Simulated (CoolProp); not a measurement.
Computed with CoolProp (reference Helmholtz-energy equation of state, Tillner-Roth 1997).

**Question.** Give the vapour pressure (MPa), liquid density (kg/m³), enthalpy of vaporisation (kJ/kg), vapour viscosity (µPa s) of saturated CH2F2 (R32) at -44.55 °C.

**Answer.** 
```
T (°C)  p (MPa)  liquid density (kg/m³)  enthalpy of vaporisation (kJ/kg)  vapour viscosity (µPa s)
------  -------  ----------------------  --------------------------------  ------------------------
-44.55    0.144                    1190                               374                      10.2
```

Viscosity comes from a separate model (Bell 2016), an estimate that may be off by 10 % or more.
